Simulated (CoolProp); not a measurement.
Toluene along the isobar 20500 kPa: Z from the reference equation and from simpler models built on Tc = 318.6 °C, pc = 4126 kPa, ω = 0.266; each cubic takes its own stable root.

Values from CoolProp's reference Helmholtz-energy equation of state, Lemmon 2006. It is a short technical equation, of lower accuracy than the large ones.

```tsv
T (°C)	phase	reference
246.05	liquid	0.6443
253.75	liquid	0.6422
261.55	liquid	0.6403
269.35	liquid	0.6388
277.05	liquid	0.6375
284.85	liquid	0.6366
292.55	liquid	0.6360
300.35	liquid	0.6357
308.05	liquid	0.6357
315.85	liquid	0.6360
323.55	supercritical	0.6367
331.35	supercritical	0.6376
339.05	supercritical	0.6389
346.85	supercritical	0.6405
```

Problem. How far does each simpler model (van der Waals, Redlich-Kwong, Soave-Redlich-Kwong, Peng-Robinson) lie from the reference over these 14 states: mean and median of the absolute difference, and the worst?

Solution. 
- van der Waals: mean 43.8 %, median 44.0 %, worst +49.2 % at 246.05 °C and 20500 kPa
- Redlich-Kwong: mean 10.9 %, median 10.9 %, worst +11.5 % at 246.05 °C and 20500 kPa
- Soave-Redlich-Kwong: mean 10.3 %, median 10.2 %, worst +11.2 % at 346.85 °C and 20500 kPa
- Peng-Robinson: mean 1.2 %, median 1.3 %, worst -2.2 % at 246.05 °C and 20500 kPa
